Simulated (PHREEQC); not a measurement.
Dissolve 0.002 mol SrBr2 per kg of water at 25 °C. Closed to the air; pH follows from the charge balance.

Equilibrium calculation in PHREEQC: ion-association model, phreeqc.dat.

This is a speciation only: nothing precipitates in the calculation.

Predict the specific conductance.

specific conductance 498 µS/cm.
